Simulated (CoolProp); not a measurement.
Vapour-liquid equilibrium of cyclohexane (1) + n-dodecane (2) at 557 kPa; x and y are mole fractions of (1).

Computed with CoolProp (multi-fluid Helmholtz-energy mixture model, Zhou 2014 and Lemmon 2004; pair parameters Bell 2016).

| x | bubble temperature (K) | y at the bubble point | dew temperature at overall composition x (K) | liquid density (mol/L) |
|---|---|---|---|---|
| 0.05 | 564.3 | 0.183 | 573.1 | 3.091 |
| 0.15 | 539.5 | 0.498 | 566.5 | 3.443 |
| 0.25 | 515.7 | 0.711 | 559.6 | 3.813 |
| 0.35 | 494.8 | 0.837 | 552.0 | 4.198 |
| 0.45 | 477.3 | 0.908 | 543.7 | 4.600 |
| 0.55 | 462.9 | 0.948 | 534.4 | 5.029 |
| 0.65 | 451.1 | 0.971 | 523.5 | 5.496 |
| 0.75 | 441.3 | 0.984 | 510.0 | 6.014 |
| 0.85 | 433.2 | 0.993 | 492.0 | 6.599 |
| 0.95 | 426.5 | 0.998 | 461.8 | 7.270 |

No azeotrope shows between x = 0.05 and 0.95.

Pair parameters are fitted to limited data, so mixtures are less certain than the pure fluids.
